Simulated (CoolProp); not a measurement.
n-decane along the isobar 9.49 bar: density (kg/m³) from the reference equation and from simpler models built on Tc = 617.7 K, pc = 21.01 bar, ω = 0.488; each cubic takes its own stable root.

Computed with CoolProp (reference Helmholtz-energy equation of state, Lemmon 2006). It is a short technical equation, of lower accuracy than the large ones.

```csv
T (K),phase,reference,van der Waals,Redlich-Kwong,Soave-Redlich-Kwong,Peng-Robinson
538.9,liquid,506.0,39.38,371.6,411.0,466.0
550.5,liquid,488.6,37.76,40.30,391.9,444.3
573.7,gas,39.04,35.03,36.64,37.62,38.51
585.2,gas,36.76,33.87,35.17,35.77,36.58
596.8,gas,34.90,32.79,33.85,34.18,34.92
608.4,gas,33.34,31.80,32.67,32.80,33.47
620,gas,31.99,30.89,31.60,31.57,32.20
```

At some of these states van der Waals, Redlich-Kwong gives the other phase, because its saturation line lies elsewhere.
